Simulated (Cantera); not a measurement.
Input: 1 mol CaO, 6.1 mol F2, 0.25 mol O2, at 2.60 Pa.

Method: chemical equilibrium by Gibbs-energy minimisation in Cantera with the NASA 1993 tables (ideal gas, pure condensed phases). Candidate condensed phases: Ca, CaF2, CaO; 13 gas species. The numbers say what is thermodynamically allowed, not how fast it happens.

x: gas mole fraction; n: condensed amount in mol.

| T (K) | x F | x F2 | x O2 | x CaF2 | x O | n CaF2(s) |
|---|---|---|---|---|---|---|
| 723 | 0.331 | 0.562 | 0.107 | <1e-12 | <1e-12 | 1.00 |
| 823 | 0.802 | 0.122 | 0.0768 | <1e-12 | ? | 1.00 |
| 923 | 0.919 | 0.0119 | 0.0693 | 6.81e-11 | ? | 1.00 |
| 1023 | 0.930 | 0.00150 | 0.0686 | 1.53e-8 | ? | 1.00 |
| 1123 | 0.931 | 0.000266 | 0.0685 | 1.27e-6 | ? | 1.000 |
| 1223 | 0.931 | 6.24e-5 | 0.0685 | 4.95e-5 | ? | 0.999 |
| 1323 | 0.930 | 1.81e-5 | 0.0684 | 0.00108 | ? | 0.988 |
| 1423 | 0.918 | 6.08e-6 | 0.0674 | 0.0148 | ? | 0.836 |
| 1523 | 0.853 | 2.08e-6 | 0.0626 | 0.0837 | ? | 0 |
| 1623 | 0.853 | 9.22e-7 | 0.0623 | 0.0836 | ? | 0 |

Task: Fill in the missing entries.

Result: 
- 823, x O: 1.25e-11
- 923, x O: 6.44e-10
- 1023, x O: 1.60e-8
- 1123, x O: 2.26e-7
- 1223, x O: 2.07e-6
- 1323, x O: 1.36e-5
- 1423, x O: 6.86e-5
- 1523, x O: 0.000271
- 1623, x O: 0.000931
